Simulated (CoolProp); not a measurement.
C2F6 (R116) along the isotherm 233.9 K: density (kg/m³) from the reference equation and from simpler models built on Tc = 293.0 K, pc = 3.048 MPa, ω = 0.257; each cubic takes its own stable root.

Computed with CoolProp (reference Helmholtz-energy equation of state, Lemmon 2006). It is a short technical equation, of lower accuracy than the large ones.

```json
[
 {"p (MPa)": "0.0145", "phase": "gas", "reference": "1.032", "van der Waals": "1.031", "Redlich-Kwong": "1.032", "Peng-Robinson": "1.033"},
 {"p (MPa)": "0.0274", "phase": "gas", "reference": "1.957", "van der Waals": "1.953", "Redlich-Kwong": "1.956", "Peng-Robinson": "1.958"},
 {"p (MPa)": "0.052", "phase": "gas", "reference": "3.736", "van der Waals": "3.723", "Redlich-Kwong": "3.732", "Peng-Robinson": "3.738"},
 {"p (MPa)": "0.0985", "phase": "gas", "reference": "7.157", "van der Waals": "7.108", "Redlich-Kwong": "7.141", "Peng-Robinson": "7.164"},
 {"p (MPa)": "0.187", "phase": "gas", "reference": "13.90", "van der Waals": "13.71", "Redlich-Kwong": "13.83", "Peng-Robinson": "13.92"},
 {"p (MPa)": "0.354", "phase": "gas", "reference": "27.58", "van der Waals": "26.79", "Redlich-Kwong": "27.29", "Peng-Robinson": "27.66"},
 {"p (MPa)": "0.671", "phase": "liquid", "reference": "1415", "van der Waals": "54.46", "Redlich-Kwong": "56.86", "Peng-Robinson": "1504"},
 {"p (MPa)": "1.27", "phase": "liquid", "reference": "…", "van der Waals": "894.8", "Redlich-Kwong": "1273", "Peng-Robinson": "…"},
 {"p (MPa)": "2.41", "phase": "liquid", "reference": "…", "van der Waals": "…", "Redlich-Kwong": "1295", "Peng-Robinson": "1531"},
 {"p (MPa)": "4.57", "phase": "liquid", "reference": "…", "van der Waals": "…", "Redlich-Kwong": "1332", "Peng-Robinson": "1560"}
]
```

### Question
Complete the blanks.

### Answer

- 1.27, reference: 1421
- 1.27, Peng-Robinson: 1514
- 2.41, reference: 1432
- 2.41, van der Waals: 922.0
- 4.57, reference: 1450
- 4.57, van der Waals: 959.4

At some of these states van der Waals, Redlich-Kwong gives the other phase, because its saturation line lies elsewhere.
